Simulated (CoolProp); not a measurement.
Model: reference Helmholtz-energy equation of state, Lemmon 2013, in CoolProp.

Task: Give the vapour pressure (MPa), vapour density (kg/m³), surface tension (mN/m) of saturated propylene at 257.2, 277.6, 284.4 K.

Result: 
```
T (K)  p (MPa)  vapour density (kg/m³)  surface tension (mN/m)
-----  -------  ----------------------  ----------------------
257.2    0.352                    7.57                    12.3
277.6    0.666                    14.0                    9.59
284.4    0.806                    16.9                    8.70
```

Surface tension comes from a separate correlation (Mulero 2012).
